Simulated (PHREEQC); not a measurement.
Make-up at 80 °C: 0.0022 mol ZnCl2 per kg of water. Closed to the air; pH follows from the charge balance.

Equilibrium calculation in PHREEQC: ion-association model, wateq4f.dat.

Precipitation was switched off in this run.

Question: Predict the pH.

Answer: pH 5.13.

Question: In which forms is Zn present?

Answer: Zn+2 94 %, ZnCl+ 5.8 % of the Zn.

Complexes and solids missing from the database can't appear. Constants without temperature data keep their 25 °C values here.
